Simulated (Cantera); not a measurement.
A perfectly stirred reactor is fed with CH₄ : H₂ = 1.3 : 2 (molar parts), at 0.440 bar; it is held at 1725 K, and followed from long to short residence time.

Model: GRI-Mech 3.0 (53 species, 325 reactions), integrated in Cantera. GRI-Mech 3.0 stops at C3 and has no aromatics, soot or wall deposition, so with more carbon than oxygen in the feed, carbon stays in small species such as C2H2 where larger ones or solid carbon would form.

Task: Predict: x(CH₄) at τ = 6.00 s; x(H₂) at τ = 6.00 s; x(CH₃) at τ = 6.00 s; x(C₂H₄) at τ = 6.00 s; x(C₂H₆) at τ = 6.00 s; x(CH₄) at τ = 0.130 s; x(H₂) at τ = 0.130 s; x(CH₃) at τ = 0.130 s; x(C₂H₄) at τ = 0.130 s; x(C₂H₆) at τ = 0.130 s.

Result: 
```
Item                      Result
----------------------  --------
x(CH₄) at τ = 6.00 s      0.0196
x(H₂) at τ = 6.00 s        0.846
x(CH₃) at τ = 6.00 s    0.000120
x(C₂H₄) at τ = 6.00 s    0.00198
x(C₂H₆) at τ = 6.00 s    2.47e-6
x(CH₄) at τ = 0.130 s      0.101
x(H₂) at τ = 0.130 s       0.793
x(CH₃) at τ = 0.130 s   0.000548
x(C₂H₄) at τ = 0.130 s   0.00197
x(C₂H₆) at τ = 0.130 s   4.24e-5
```
